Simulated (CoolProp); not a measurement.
Ethanol at several states: Z from the reference equation and from simpler models built on Tc = 514.7 K, pc = 6.268 MPa, ω = 0.644; each cubic takes its own stable root.

Values from CoolProp's reference Helmholtz-energy equation of state, Schroeder 2014.

| T (K) | p (MPa) | phase | reference | Redlich-Kwong | Soave-Redlich-Kwong | Peng-Robinson |
|---|---|---|---|---|---|---|
| 259.6 | 0.0639 | liquid | 0.001668 | 0.002082 | 0.001965 | 0.001752 |
| 485.3 | 5.95 | liquid | 0.1250 | 0.1802 | 0.1643 | 0.1459 |
| 179.2 | 0.812 | liquid | 0.02824 | 0.03531 | 0.03422 | 0.03062 |
| 422.3 | 0.185 | gas | 0.9763 | 0.9822 | 0.9787 | 0.9774 |
